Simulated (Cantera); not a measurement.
Feed: 1 mol C₃H₆, 0.012 mol O₂, 2.3 mol H₂, held at 1.00 bar.

These are equilibrium values from Cantera (NASA tables, ideal gas, pure condensed phases), not measurements of a reactor. Candidate condensed phases: C, C₆H₆, C₇H₈, C₈H₁₈, H₂O; 110 gas species. Kinetics and transport are ignored. All values below are at 2248 K.

Base state: H₂ 0.985, H 0.00729, CO 0.00449, C₂H₂ (acetylene) 0.00326, CH₄ 0.000230, CH₃ 3.24e-5 (mole fractions); condensed: C(graphite).

### Question
What changes in the equilibrium state with this change: O₂ from 0.012 to 0.0071 mol?

### Answer
```csv
species,before,after
H₂,0.985,0.986
H,0.00729,0.00730
C₂H₂ (acetylene),0.00326,0.00327
CO,0.00449,0.00266
CH₄,0.000230,0.000231
CH₃,3.24e-5,3.25e-5
"C(graphite), mol",2.94,2.95
```
